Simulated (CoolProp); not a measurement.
Vapour pressure (MPa) of C3F8 (R218): the reference equation beside estimates from Tc = 345.0 K, pc = 2.640 MPa, ω = 0.317. Clausius-Clapeyron is anchored at 239.3 K with a constant enthalpy of vaporisation of 19.57 kJ/mol.

Values from CoolProp's reference Helmholtz-energy equation of state, Lemmon 2006. It is a short technical equation, of lower accuracy than the large ones.

```tsv
T (K)	reference	Lee-Kesler	Clausius-Clapeyron	van der Waals	Redlich-Kwong	Soave-Redlich-Kwong	Peng-Robinson
199.1	0.01280	0.01249	0.01586	0.1825	0.03547	0.01266	0.01312
212.5	0.02977	0.02932	0.03342	0.2663	0.07079	0.02952	0.03010
225.9	0.06150	0.06108	0.06446	0.3730	0.1279	0.06119	0.06165
239.3	0.1155	0.1154	0.1155	0.5049	0.2135	0.1154	0.1152
252.7	0.2008	0.2014	0.1946	0.6641	0.3345	0.2013	0.1999
266.1	0.3275	0.3292	0.3110	0.8527	0.4976	0.3298	0.3261
279.5	0.5068	0.5097	0.4752	1.072	0.7094	0.5126	0.5058
292.9	0.7511	0.7551	0.6985	1.325	0.9761	0.7626	0.7523
```

Absolute difference from the reference over all 8 rows, mean and median: Lee-Kesler 0.8 and 0.6 %, Clausius-Clapeyron 7.8 and 5.6 %, van der Waals 442.9 and 283.9 %, Redlich-Kwong 87.0 and 75.7 %, Soave-Redlich-Kwong 0.8 and 0.8 %, Peng-Robinson 0.7 and 0.3 %.
